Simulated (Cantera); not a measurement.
Charge: 1 mol Fe, 1.5 mol H2O, 0.12 mol O2, at 2.60 bar.

These are equilibrium values from Cantera (NASA tables, ideal gas, pure condensed phases), not measurements of a reactor. Candidate condensed phases: Fe, FeO, Fe(OH)2, Fe(OH)3, Fe2O3, Fe3O4, H2O; 12 gas species. The tables' stoichiometric FeO is somewhat more stable than real wüstite, so its field is too wide. FeO: taken at fixed stoichiometry. Kinetics and transport are ignored. All values below are at 1227 °C.

Base state: H2 0.507, H2O 0.493 (mole fractions); condensed: FeO(s).

Q: What changes in the equilibrium state with this change: 0.0023 mol CO2 added?

A: 
```tsv
species	before	after
H2	0.507	0.505
H2O	0.493	0.494
CO	0	0.00111
CO2	0	0.000420
FeO(s), mol	1.000	1.000
```
Further candidate phases: C, C6H6, C7H8, C8H18, Fe(CO)5.
